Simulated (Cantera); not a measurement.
Mixture: CH4 : H2 : O2 : N2 = 1 : 0.7 : 2.14 : 8.03 (molar parts), at 0.680 bar, adiabatic and at constant pressure. Ignition delay is the time to a rise of 400 K.

Cantera simulation using GRI-Mech 3.0 (53 species, 325 reactions); the numbers are that mechanism's predictions, not measurements. Below about 1000 K GRI-Mech 3.0 lacks low-temperature oxidation paths. Below about 950 K walls govern HO2 and H2O2 in real vessels.

Task: Predict: delay at 948 K; delay at 1023 K; delay at 1098 K; delay at 1173 K; delay at 1248 K; delay at 1323 K; delay at 1398 K; apparent activation energy between 1248 and 1398 K.

Result: 
```json
{
 "delay at 948 K": "34.0 ms",
 "delay at 1023 K": "12.2 ms",
 "delay at 1098 K": "5.55 ms",
 "delay at 1173 K": "2.72 ms",
 "delay at 1248 K": "1.42 ms",
 "delay at 1323 K": "0.791 ms",
 "delay at 1398 K": "0.468 ms",
 "apparent activation energy between 1248 and 1398 K": "110 kJ/mol"
}
```
